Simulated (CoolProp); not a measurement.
Vapour pressure (MPa) of CH2F2 (R32): the reference equation beside estimates from Tc = 351.3 K, pc = 5.783 MPa, ω = 0.277.

The numbers come from the reference Helmholtz-energy equation of state, Tillner-Roth 1997 in CoolProp.

```tsv
T (K)	reference	Soave-Redlich-Kwong	Peng-Robinson
234.5	0.1885	0.1866	0.1871
239.2	0.2316	0.2302	0.2303
243.9	0.2820	0.2814	0.2808
248.6	0.3405	0.3411	0.3396
253.2	0.4065	0.4085	0.4059
257.9	0.4837	0.4875	0.4836
262.6	0.5716	0.5776	0.5722
267.3	0.6712	0.6799	0.6727
```

Absolute difference from the reference over all 8 rows, mean and median: Soave-Redlich-Kwong 0.7 and 0.7 %, Peng-Robinson 0.3 and 0.2 %.
